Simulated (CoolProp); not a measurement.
Propylene along the isobar 5230 kPa: fugacity coefficient from the reference equation and from simpler models built on Tc = 364.2 K, pc = 4555 kPa, ω = 0.146; each cubic takes its own stable root.

The numbers come from the reference Helmholtz-energy equation of state, Lemmon 2013 in CoolProp.

```
T (K)          phase  reference  van der Waals  Redlich-Kwong  Peng-Robinson
-----  -------------  ---------  -------------  -------------  -------------
362           liquid     0.5788         0.6225         0.5892         0.5658
379.8  supercritical     0.6679         0.6864         0.6674         0.6475
397.5  supercritical     0.7182         0.7265         0.7143         0.6970
415.3  supercritical     0.7571         0.7577         0.7511         0.7365
433    supercritical     0.7889         0.7835         0.7814         0.7693
450.8  supercritical     0.8157         0.8057         0.8072         0.7975
468.5  supercritical     0.8384         0.8248         0.8292         0.8216
486.3  supercritical     0.8581         0.8417         0.8483         0.8427
504    supercritical     0.8751         0.8564         0.8648         0.8611
521.8  supercritical     0.8901         0.8696         0.8794         0.8773
539.5  supercritical     0.9031         0.8813         0.8922         0.8915
557.3  supercritical     0.9147         0.8918         0.9035         0.9042
575    supercritical     0.9250         0.9011         0.9135         0.9153
```
